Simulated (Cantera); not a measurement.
A Cantera script and its output.

```python
import numpy as np
import cantera as ct

gas = ct.Solution("gri30.yaml")
gas.TPX = 975, 1100000, {'CH4': 1, 'CO': 1.1, 'O2': 1.16, 'N2': 4.36}
reactor = ct.IdealGasConstPressureReactor(gas, energy="on", clone=False)
net = ct.ReactorNet([reactor])
net.rtol, net.atol = 1e-08, 1e-16
show = ['CH4', 'CO', 'O2', 'C2H4', 'N2O', 'NO', 'OH']
times = np.geomspace(2e-06, 1, 15)

steps = ct.SolutionArray(gas, extra=["t"])
rows = []
print(f"{'t/s':>10s}{'T/K':>9s}{'P/Pa':>11s}" + "".join(f"{s:>11s}" for s in show))
for t in times:
    while net.time < t:
        t_next = net.step()
        steps.append(gas.state, t=t_next)
    rows.append([np.interp(t, steps.t, y) for y in (steps.T, steps.P, *steps(*show).X.T)])
    print(f"{t:10.3e}{rows[-1][0]:9.1f}{rows[-1][1]:11.4g}" + "".join(f"{x:11.3e}" for x in rows[-1][2:]))
rate = np.gradient(steps.T, steps.t)
print("integrator steps:", len(steps.t))
if steps.T.max() > steps.T[0] + 200:
    print(f"time of steepest temperature rise: {steps.t[rate.argmax()]:.4e} s")
gas.TPX = 975, 1100000, {'CH4': 1, 'CO': 1.1, 'O2': 1.16, 'N2': 4.36}
gas.equilibrate("HP")
print(f"equilibrium (HP): T = {gas.T:.1f} K  " + "  ".join(f"{s} {gas[s].X[0]:.3e}" for s in show))
```

Result:

```
       t/s      T/K       P/Pa        CH4         CO         O2       C2H4        N2O         NO         OH
 2.000e-06    975.0    1.1e+06  1.312e-01  1.444e-01  1.522e-01  9.566e-19  2.085e-16  9.306e-24  5.698e-12
 5.106e-06    975.0    1.1e+06  1.312e-01  1.444e-01  1.522e-01  2.601e-17  5.598e-16  2.654e-23  5.880e-12
 1.304e-05    975.0    1.1e+06  1.312e-01  1.444e-01  1.522e-01  5.342e-16  1.461e-15  7.188e-23  6.327e-12
 3.328e-05    975.0    1.1e+06  1.312e-01  1.444e-01  1.522e-01  9.952e-15  3.785e-15  1.941e-22  7.365e-12
 8.498e-05    975.0    1.1e+06  1.312e-01  1.444e-01  1.522e-01  1.831e-13  9.855e-15  5.460e-22  9.545e-12
 2.170e-04    975.0    1.1e+06  1.312e-01  1.444e-01  1.522e-01  3.411e-12  2.604e-14  1.693e-21  1.377e-11
 5.539e-04    975.0    1.1e+06  1.312e-01  1.444e-01  1.522e-01  5.803e-11  7.089e-14  6.312e-21  2.242e-11
 1.414e-03    975.0    1.1e+06  1.312e-01  1.444e-01  1.522e-01  6.420e-10  2.006e-13  2.953e-20  3.398e-11
 3.611e-03    975.0    1.1e+06  1.312e-01  1.444e-01  1.522e-01  3.321e-09  5.563e-13  1.527e-19  3.784e-11
 9.218e-03    975.1    1.1e+06  1.312e-01  1.444e-01  1.522e-01  1.223e-08  1.482e-12  8.597e-19  4.003e-11
 2.354e-02    975.2    1.1e+06  1.312e-01  1.443e-01  1.522e-01  4.758e-08  3.917e-12  5.130e-18  4.479e-11
 6.009e-02    975.7    1.1e+06  1.312e-01  1.443e-01  1.522e-01  2.396e-07  1.061e-11  2.923e-17  5.749e-11
 1.534e-01    977.5    1.1e+06  1.310e-01  1.442e-01  1.520e-01  1.780e-06  3.116e-11  1.132e-16  9.383e-11
 3.917e-01    987.4    1.1e+06  1.303e-01  1.439e-01  1.511e-01  2.239e-05  1.159e-10  2.627e-16  2.222e-10
 1.000e+00   2128.2    1.1e+06  7.550e-09  2.082e-01  4.422e-08  2.451e-14  6.773e-10  5.820e-06  4.688e-05
integrator steps: 2958
time of steepest temperature rise: 8.7754e-01 s
equilibrium (HP): T = 2128.3 K  CH4 8.307e-09  CO 2.082e-01  O2 4.423e-08  C2H4 2.687e-14  N2O 5.946e-10  NO 3.974e-06  OH 4.688e-05
```

Computed with Cantera and GRI-Mech 3.0 (53 species, 325 reactions). Below about 1000 K GRI-Mech 3.0 lacks low-temperature oxidation paths.
